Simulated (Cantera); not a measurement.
What does this Cantera script print?

```python
import numpy as np
import cantera as ct

gas = ct.Solution("gri30.yaml")
gas.TPX = 1650, 1300, {'CH4': 0.4, 'H2': 6}
reactor = ct.IdealGasConstPressureReactor(gas, energy="off", clone=False)
net = ct.ReactorNet([reactor])
net.rtol, net.atol = 1e-08, 1e-18
show = ['CH4', 'H2', 'C2H6', 'H', 'C2H2']
times = np.geomspace(0.0002, 200, 13)

steps = ct.SolutionArray(gas, extra=["t"])
rows = []
print(f"{'t/s':>10s}{'T/K':>9s}{'P/Pa':>11s}" + "".join(f"{s:>11s}" for s in show))
for t in times:
    while net.time < t:
        t_next = net.step()
        steps.append(gas.state, t=t_next)
    rows.append([np.interp(t, steps.t, y) for y in (steps.T, steps.P, *steps(*show).X.T)])
    print(f"{t:10.3e}{rows[-1][0]:9.1f}{rows[-1][1]:11.4g}" + "".join(f"{x:11.3e}" for x in rows[-1][2:]))
rate = np.gradient(steps.T, steps.t)
print("integrator steps:", len(steps.t))
if steps.T.max() > steps.T[0] + 200:
    print(f"time of steepest temperature rise: {steps.t[rate.argmax()]:.4e} s")
gas.TPX = 1650, 1300, {'CH4': 0.4, 'H2': 6}
gas.equilibrate("TP")
print(f"equilibrium (TP): T = {gas.T:.1f} K  " + "  ".join(f"{s} {gas[s].X[0]:.3e}" for s in show))
```

Output:

```
       t/s      T/K       P/Pa        CH4         H2       C2H6          H       C2H2
 2.000e-04   1650.0       1300  6.250e-02  9.375e-01  4.010e-12  1.369e-06  3.464e-15
 6.325e-04   1650.0       1300  6.249e-02  9.375e-01  1.325e-10  4.267e-06  4.872e-13
 2.000e-03   1650.0       1300  6.248e-02  9.375e-01  3.590e-09  1.343e-05  5.956e-11
 6.325e-03   1650.0       1300  6.244e-02  9.375e-01  6.914e-08  4.236e-05  7.793e-09
 2.000e-02   1650.0       1300  6.229e-02  9.374e-01  7.988e-07  1.330e-04  1.245e-06
 6.325e-02   1650.0       1300  6.138e-02  9.375e-01  4.744e-06  3.764e-04  1.551e-04
 2.000e-01   1650.0       1300  5.563e-02  9.402e-01  6.913e-06  5.554e-04  2.688e-03
 6.325e-01   1650.0       1300  4.118e-02  9.479e-01  4.085e-06  5.915e-04  9.641e-03
 2.000e+00   1650.0       1300  2.125e-02  9.585e-01  1.238e-06  6.585e-04  1.920e-02
 6.325e+00   1650.0       1300  7.464e-03  9.659e-01  1.755e-07  7.370e-04  2.580e-02
 2.000e+01   1650.0       1300  2.251e-03  9.686e-01  1.745e-08  7.785e-04  2.830e-02
 6.325e+01   1650.0       1300  7.528e-04  9.694e-01  2.369e-09  7.886e-04  2.901e-02
 2.000e+02   1650.0       1300  4.291e-04  9.696e-01  1.068e-09  7.900e-04  2.917e-02
integrator steps: 953
equilibrium (TP): T = 1650.0 K  CH4 4.136e-04  H2 9.696e-01  C2H6 1.023e-09  H 7.901e-04  C2H2 2.918e-02
```

Cantera simulation using GRI-Mech 3.0 (53 species, 325 reactions); the numbers are that mechanism's predictions, not measurements. GRI-Mech 3.0 stops at C3 and has no aromatics, soot or wall deposition, so with more carbon than oxygen in the feed, carbon stays in small species such as C2H2 where larger ones or solid carbon would form. Radical loss at walls, strong at low pressure, is not modelled.
